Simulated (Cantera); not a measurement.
# Hydrocarbon pyrolysis for carbon deposition

An isothermal, constant-pressure homogeneous reactor starts with CH4 : N2 = 1 : 4.1 (molar parts), at 1850 K and 0.00770 atm.

Model: GRI-Mech 3.0 (53 species, 325 reactions), integrated in Cantera. GRI-Mech 3.0 stops at C3 and has no aromatics, soot or wall deposition, so with more carbon than oxygen in the feed, carbon stays in small species such as C2H2 where larger ones or solid carbon would form. Radical loss at walls, strong at low pressure, is not modelled.

```csv
t (s),x CH4,x C2H2,x C2H,x CH2,x H2,x C2H4
0.000200,0.196,1.28e-11,<1e-12,1.83e-9,3.27e-5,6.53e-9
0.000752,0.196,4.77e-9,<1e-12,2.25e-8,0.000131,5.77e-7
0.00283,0.195,1.19e-6,2.79e-11,2.75e-7,0.000568,3.48e-5
0.0106,0.188,0.000273,1.14e-8,2.90e-6,0.00585,0.00162
0.0399,0.106,0.0274,9.13e-7,9.78e-6,0.102,0.00830
0.150,0.0250,0.0703,2.61e-6,5.27e-6,0.212,0.000433
0.565,0.00330,0.0803,4.86e-6,2.29e-6,0.241,1.64e-5
2.12,0.000217,0.0817,9.35e-6,5.72e-7,0.244,2.84e-6
7.98,2.07e-5,0.0818,1.09e-5,7.49e-8,0.244,2.58e-6
30.0,6.13e-6,0.0818,1.09e-5,2.22e-8,0.244,2.58e-6
```
x: mole fraction; the columns are a selection and need not sum to one.

Equilibrium at this temperature and pressure: CH4 7.07e-6, C2H2 0.0350, C2H 4.67e-6, CH2 2.57e-8, H2 0.244, C2H4 1.10e-6 (gas phase only).
